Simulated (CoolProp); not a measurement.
Computed with CoolProp (reference Helmholtz-energy equation of state, Tillner-Roth 1994).

Task: Give the vapour pressure (bar), liquid density (kg/m³), vapour density (kg/m³), liquid viscosity (µPa s) of saturated R134a at 202.5, 229.1, 255.8 K.

Result: 
```csv
T (K),p (bar),liquid density (kg/m³),vapour density (kg/m³),liquid viscosity (µPa s)
202.5,0.0761,1500,0.464,821
229.1,0.412,1430,2.26,498
255.8,1.49,1350,7.55,335
```

Viscosity comes from a separate model (Huber 2003), an estimate that may be off by 10 % or more.
